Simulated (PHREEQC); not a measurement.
A solution holds 84 mmol/kgw NaOH, at 15 °C. Closed to the air; pH follows from the charge balance.

Computed with PHREEQC (ion-association model, phreeqc.dat).

Each row changes one thing in this solution. This is a speciation only: nothing precipitates in the calculation.

```tsv
case	pH	ionic strength (mol/kgw)
as made	13.16	0.0840
0.0096 mol/kgw H3PO4 added	12.97	0.111
temperature from 15 to 25 °C	12.81	0.0840
0.0025 mol/kgw HCl added	13.15	0.0840
NaOH replaced by NaHSO4 at the same molality	1.47	0.159
diluted 2-fold with water	12.88	0.0420
NaOH from 0.084 to 0.042 mol/kgw	12.88	0.0420
0.0011 mol/kgw CdBr2 added	13.14	0.0842
diluted 10-fold with water	12.23	0.00840
```

Complexes and solids missing from the database can't appear.
